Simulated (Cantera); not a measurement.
# Tantalum, niobium, vanadium and zirconium in process gases: V + NH3 + H2 + N2

A closed system holds: 1 mol V, 0.45 mol NH3, 7.9 mol H2, 0.96 mol N2, held at 1.00 mbar.

Method: chemical equilibrium by Gibbs-energy minimisation in Cantera with the NASA 1993 tables (ideal gas, pure condensed phases). Candidate condensed phases: V, VN; 11 gas species. VN: taken at fixed stoichiometry. Condensed phases not in the tables: V2N, N, O or C dissolved in the metal. Rates play no part.

| T (°C) | log p H2 | log p H | log p N2 | log p V | log p N | log p VN | n VN(s) | n V(s) | n V(l) |
|---|---|---|---|---|---|---|---|---|---|
| 1375 | -3.03 | -5.57 | -4.13 | -8.91 | -13.79 | -13.78 | 1.000 | 0 | 0 |
| 1475 | -3.04 | -5.16 | -4.13 | -7.61 | -12.92 | -12.48 | 1.000 | 0 | 0 |
| 1575 | -3.06 | -4.81 | -3.92 | -6.72 | -12.03 | -11.48 | 0 | 0.998 | 0 |
| 1675 | -3.07 | -4.48 | -3.92 | -5.99 | -11.34 | -10.75 | 0 | 0.990 | 0 |
| 1775 | -3.09 | -4.19 | -3.93 | -5.33 | -10.72 | -10.10 | 0 | 0.953 | 0 |
| 1875 | -3.12 | -3.94 | -3.95 | -4.73 | -10.16 | -9.51 | 0 | 0.805 | 0 |
| 1975 | -3.19 | -3.73 | -3.99 | -4.21 | -9.66 | -9.00 | 0 | 0 | 0.284 |
| 2075 | -3.27 | -3.54 | -4.03 | -4.10 | -9.20 | -8.91 | 0 | 0 | 0 |
| 2175 | -3.37 | -3.39 | -4.06 | -4.13 | -8.78 | -8.96 | 0 | 0 | 0 |
| 2275 | -3.51 | -3.26 | -4.10 | -4.17 | -8.39 | -9.02 | 0 | 0 | 0 |
| 2375 | -3.69 | -3.18 | -4.13 | -4.21 | -8.04 | -9.08 | 0 | 0 | 0 |
| 2475 | -3.91 | -3.12 | -4.16 | -4.24 | -7.71 | -9.12 | 0 | 0 | 0 |
| 2575 | -4.15 | -3.09 | -4.18 | -4.26 | -7.40 | -9.15 | 0 | 0 | 0 |
log p: log10 of the partial pressure in bar; n: condensed amount in mol.

From 1375 °C to 1475 °C the condensed part is VN(s). From 1575 °C to 1875 °C the condensed part is V(s). At 1975 °C the condensed part is V(l). From 2075 °C to 2575 °C nothing is condensed. The main V-bearing gas is V throughout.
